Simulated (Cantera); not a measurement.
An isothermal, constant-pressure homogeneous reactor starts with N2O : O2 = 1 : 0.055 (molar parts), at 1498 K and 41000 Pa. Integrator tolerance rtol = 1e-08.

Detailed kinetics in Cantera: GRI-Mech 3.0 (53 species, 325 reactions). GRI-Mech 3.0 was tuned for natural gas; its chemistry of N2O as a main component is partial and can be far from experiment. The temperature is held fixed by assumption; the heat of reaction is taken as removed at once.

Question: What does this change do: temperature 1498 to 1275 K?

Answer: 
```json
[
 {"quantity": "x(N2O) at 20.0 s", "before": "5.91e-6 (gas-phase equilibrium 5.08e-8)", "after": "1.39e-5 (gas-phase equilibrium 1.54e-8)"},
 {"quantity": "x(O2) at 20.0 s", "before": "0.288 (gas-phase equilibrium 0.356)", "after": "0.320 (gas-phase equilibrium 0.357)"},
 {"quantity": "x(N2) at 20.0 s", "before": "0.574 (gas-phase equilibrium 0.642)", "after": "0.607 (gas-phase equilibrium 0.643)"},
 {"quantity": "x(NO) at 20.0 s", "before": "0.137 (gas-phase equilibrium 0.00143)", "after": "0.0729 (gas-phase equilibrium 0.000397)"},
 {"quantity": "x(O) at 20.0 s", "before": "3.34e-6 (gas-phase equilibrium 3.70e-6)", "after": "9.98e-8 (gas-phase equilibrium 1.05e-7)"},
 {"quantity": "x(NO2) at 20.0 s", "before": "0.000551 (gas-phase equilibrium 6.41e-6)", "after": "0.000689 (gas-phase equilibrium 3.97e-6)"}
]
```
The mechanism lacks the step 2 NO + O2 → 2 NO2, which can matter for NO2 below about 1400 K.
